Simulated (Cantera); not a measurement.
A perfectly stirred reactor is fed with CO : H₂ : O₂ : N₂ : H₂O = 1 : 0.066 : 0.381 : 1.43 : 0.3 (molar parts), equivalence ratio 1.4, at 750 Torr; it is adiabatic with a 425 K inlet, and is followed from long to short residence time, starting on the burning branch (τ in s: 0.082, 0.034, 0.014, 0.0056, 0.0023, 0.00092, 0.00038, 0.00015, 6.2e-05, 2.5e-05, 1e-05, 4.2e-06).

Model: GRI-Mech 3.0 (53 species, 325 reactions), integrated in Cantera.

```tsv
quantity	before	after
blow-out, bracketed by the residence times tried	burning at 0.150 ms, out at 62.0 µs	burning at 0.150 ms, out at 62.0 µs
x(CO) at τ = 82.0 ms	0.104	0.203
x(H₂) at τ = 82.0 ms	0.00908	0.0169
x(O₂) at τ = 82.0 ms	0.00184	0.000344
x(N₂O) at τ = 82.0 ms	3.97e-8	9.00e-9
x(O) at τ = 82.0 ms	0.000322	0.000123
x(CO) at τ = 0.380 ms	0.137	0.214
x(H₂) at τ = 0.380 ms	0.0145	0.0187
x(O₂) at τ = 0.380 ms	0.0226	0.0116
x(N₂O) at τ = 0.380 ms	6.65e-8	3.50e-8
x(O) at τ = 0.380 ms	0.00712	0.00575
```

Question: Which change was made?
A. CO 1 to 1.4 parts
B. H2O 0.3 to 0.22 parts
C. pressure from 750 Torr to 900 Torr
D. pressure from 750 Torr to 9750 Torr

Answer: A, CO 1 to 1.4 parts
